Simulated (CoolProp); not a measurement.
A Linde-Hampson liquefier for oxygen: isothermal reversible compression at 230 K from 1 atm to 40 MPa, throttling to 1 atm, return gas leaving the recuperator 0 K below the feed. Each further row changes one setting.

The numbers come from the reference Helmholtz-energy equation of state, Schmidt 1985 in CoolProp.

| case | liquid yield per pass | compression work (kJ/kg of gas) |
|---|---|---|
| as stated | 0.290 | 332 |
| high pressure 80 MPa | 0.269 | 384 |
| warm-end temperature 260 K | 0.221 | 388 |
| warm-end gap 5 K | 0.280 | 332 |
